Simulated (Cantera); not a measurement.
A jet of 3.77 % H₂, 13.6 % O₂, 82.6 % N₂, equivalence ratio 0.14 at 300 K and 0.280 bar hits a platinum plate 5.7 cm away at a mass flux of 0.026 kg/m²/s; the plate temperature is set and raised in steps from an oxygen-covered start.

Model: Deutschmann's 1995 Pt surface mechanism with GRI-Mech 3.0 gas chemistry, integrated in Cantera. Catalytic surfaces can have several steady states; this one follows from the mechanism file's or the stated starting coverage.

x: mole fraction at the wall; θ: surface coverage.

| plate T (K) | wall x H₂ | wall x O₂ | wall x H₂O | wall x OH | θ free Pt | θ O* | θ OH* |
|---|---|---|---|---|---|---|---|
| 500 | 0.00161 | 0.0973 | 0.0708 | <1e-8 | 0.0242 | 0.948 | 0.0274 |
| 550 | 0.00160 | 0.0975 | 0.0702 | <1e-8 | 0.0256 | 0.959 | 0.0157 |
| 600 | 0.00160 | 0.0976 | 0.0697 | <1e-8 | 0.0269 | 0.963 | … |
| 650 | 0.00158 | 0.0977 | 0.0693 | <1e-8 | 0.0285 | 0.965 | 0.00656 |
| 700 | 0.00148 | 0.0977 | 0.0691 | <1e-8 | 0.0319 | 0.963 | 0.00479 |
| 750 | 0.00117 | 0.0975 | 0.0693 | <1e-8 | 0.0426 | 0.953 | 0.00399 |
| 800 | 0.000787 | 0.0972 | 0.0697 | <1e-8 | 0.0666 | 0.930 | 0.00372 |
| 850 | … | 0.0970 | 0.0699 | … | … | 0.892 | 0.00355 |

Fill in the missing entries.


- 600, θ OH*: 0.00979
- 850, wall x H₂: 0.000520
- 850, wall x OH: 1.25e-8
- 850, θ free Pt: 0.104
